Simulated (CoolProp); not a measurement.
Computed with CoolProp (reference Helmholtz-energy equation of state, Beckmüller 2019).

**Question.** Give the vapour pressure (bar), liquid density (kg/m³), liquid cp (kJ/(kg K)), vapour Z of saturated n-octane at 137.95, 166.25, 265.45 °C.

**Answer.** 
| T (°C) | p (bar) | liquid density (kg/m³) | liquid cp (kJ/(kg K)) | vapour Z |
|---|---|---|---|---|
| 137.95 | 1.41 | 599 | 2.71 | 0.929 |
| 166.25 | 2.77 | 570 | 2.85 | 0.887 |
| 265.45 | 16.2 | 422 | 3.80 | 0.590 |
